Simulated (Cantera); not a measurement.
SiH2Cl2 + N2 + H2 (silicon nitride deposition)

Charge: 1 mol SiH2Cl2, 23 mol N2, 0.25 mol H2, equilibrated at 0.100 bar.

Equilibrium computed with Cantera from the NASA thermochemical tables; the gas is ideal and each condensed phase is pure. Candidate condensed phases: NH4Cl, Si, Si3N4; 28 gas species. N2 is the only nitrogen source here; it is nearly inert below about 1500 K, so the nitride shown seldom forms there in practice. The tables' values for SiCl3, SiCl, SiN are old estimates; treat these amounts as uncertain. Equilibrium is a limit: real reactors are often held back by kinetics, nucleation or transport.

```csv
T (°C),log p N2,log p HCl,log p H2,log p SiCl2,log p SiCl4,log p SiCl3,log p H,n Si3N4(s)
602,-1.04,-2.24,-2.65,-10.08,-3.22,-7.53,-11.63,0.284
752,-1.04,-2.21,-2.70,-7.65,-3.31,-6.14,-9.71,0.293
902,-1.04,-2.19,-2.73,-5.86,-3.38,-5.12,-8.28,0.298
1052,-1.04,-2.18,-2.75,-4.50,-3.47,-4.35,-7.16,0.299
1202,-1.04,-2.20,-2.72,-3.51,-3.72,-3.88,-6.25,0.281
1352,-1.04,-2.28,-2.61,-2.94,-4.39,-3.85,-5.46,0.224
1502,-1.04,-2.44,-2.49,-2.68,-5.34,-4.13,-4.79,0.154
1652,-1.04,-2.64,-2.42,-2.56,-6.34,-4.50,-4.23,0.0966
```
log p: log10 of the partial pressure in bar; n: condensed amount in mol.

From 602 °C to 1652 °C the condensed part is Si3N4(s). The main Si-bearing gas is SiCl4 at 602 °C and SiCl2 at 1652 °C. The share of Si in condensed phases is highest at 1052 °C (89.8 %) and lowest at 1652 °C (29.0 %).
